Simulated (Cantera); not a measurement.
A perfectly stirred reactor is fed with CH₄ : H₂ = 1 : 6.1 (molar parts), at 20.0 Torr; it is held at 1650 K, and followed from long to short residence time.

Cantera simulation using GRI-Mech 3.0 (53 species, 325 reactions); the numbers are that mechanism's predictions, not measurements. GRI-Mech 3.0 stops at C3 and has no aromatics, soot or wall deposition, so with more carbon than oxygen in the feed, carbon stays in small species such as C2H2 where larger ones or solid carbon would form. Radical loss at walls, strong at low pressure, is not modelled.

Task: What does this change do: pressure from 20.0 Torr to 975 Torr?

Result: 
```
quantity                  before     after
----------------------  --------  --------
x(CH₄) at τ = 14.0 s      0.0181    0.0446
x(H₂) at τ = 14.0 s        0.928     0.913
x(C₂H₆) at τ = 14.0 s    9.90e-7   1.24e-5
x(CH₃) at τ = 14.0 s    0.000192   7.59e-5
x(C₂H₄) at τ = 14.0 s   0.000119   0.00334
x(CH₄) at τ = 25.0 ms      0.136     0.118
x(H₂) at τ = 25.0 ms       0.861     0.872
x(C₂H₆) at τ = 25.0 ms   2.22e-5   4.31e-5
x(CH₃) at τ = 25.0 ms   0.000783  0.000181
x(C₂H₄) at τ = 25.0 ms  0.000462   0.00114
```

Task: What does this change do: H2 6.1 to 1.2 parts?

Result: 
```csv
quantity,before,after
x(CH₄) at τ = 14.0 s,0.0181,0.0296
x(H₂) at τ = 14.0 s,0.928,0.824
x(C₂H₆) at τ = 14.0 s,9.90e-7,2.78e-6
x(CH₃) at τ = 14.0 s,0.000192,0.000317
x(C₂H₄) at τ = 14.0 s,0.000119,0.000298
x(CH₄) at τ = 25.0 ms,0.136,0.411
x(H₂) at τ = 25.0 ms,0.861,0.572
x(C₂H₆) at τ = 25.0 ms,2.22e-5,0.000206
x(CH₃) at τ = 25.0 ms,0.000783,0.00234
x(C₂H₄) at τ = 25.0 ms,0.000462,0.00454
```
